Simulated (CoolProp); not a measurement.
The fluid at 420.48 K and 1.82 MPa is throttled through a valve to 0.674 MPa with no heat exchange. The same conditions are run with several fluids, on thermodynamics alone (safety and materials aside).

Computed with CoolProp (reference Helmholtz-energy equation of state of each fluid (water: Wagner 2002; n-decane: Lemmon 2006; dodecamethylpentasiloxane (MD3M): Thol 2019; ethylbenzene: Zhou 2012; n-perfluorohexane: Gao 2022)).

```tsv
fluid	temperature change (K)	final phase	final density (kg/m³)
water	+0.2	liquid	919
n-decane	+0.3	liquid	?
dodecamethylpentasiloxane (MD3M)	+0.3	liquid	750
ethylbenzene	+0.3	liquid	750
n-perfluorohexane	?	?	?
```

**Question.** Some entries are withheld; supply them.

**Answer.** 
- n-decane, final density (kg/m³): 629
- n-perfluorohexane, temperature change (K): -20.0
- n-perfluorohexane, final phase: two-phase, vapour fraction 0.414
- n-perfluorohexane, final density (kg/m³): 202
